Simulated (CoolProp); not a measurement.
Carbonyl sulfide along the isobar 8.4 MPa: fugacity coefficient from the reference equation and from simpler models built on Tc = 105.6 °C, pc = 6.369 MPa, ω = 0.098; each cubic takes its own stable root.

Values from CoolProp's reference Helmholtz-energy equation of state, Lemmon 2006. It is a short technical equation, of lower accuracy than the large ones.

| T (°C) | phase | reference | van der Waals | Redlich-Kwong | Soave-Redlich-Kwong | Peng-Robinson |
|---|---|---|---|---|---|---|
| 62.05 | liquid | 0.3075 | 0.4089 | 0.3267 | ? | 0.3028 |
| 97.65 | liquid | ? | ? | 0.5034 | 0.5007 | 0.4801 |
| 133.25 | supercritical | 0.6569 | 0.6650 | 0.6539 | 0.6600 | 0.6333 |
| 168.85 | supercritical | 0.7437 | 0.7388 | 0.7368 | 0.7471 | ? |
| 204.45 | supercritical | ? | 0.7887 | 0.7936 | 0.8074 | 0.7792 |
| 240.05 | supercritical | ? | 0.8264 | 0.8359 | 0.8524 | 0.8248 |
| 275.65 | supercritical | 0.8783 | 0.8559 | 0.8683 | ? | ? |
| 311.25 | supercritical | 0.9039 | 0.8795 | 0.8937 | 0.9137 | 0.8883 |
| 346.85 | supercritical | 0.9241 | 0.8988 | 0.9139 | 0.9349 | 0.9107 |

Some entries are withheld; supply them.


- 62.05, Soave-Redlich-Kwong: 0.3157
- 97.65, reference: 0.4913
- 97.65, van der Waals: 0.5444
- 168.85, Peng-Robinson: 0.7189
- 204.45, reference: 0.8023
- 240.05, reference: 0.8454
- 275.65, Soave-Redlich-Kwong: 0.8868
- 275.65, Peng-Robinson: 0.8602
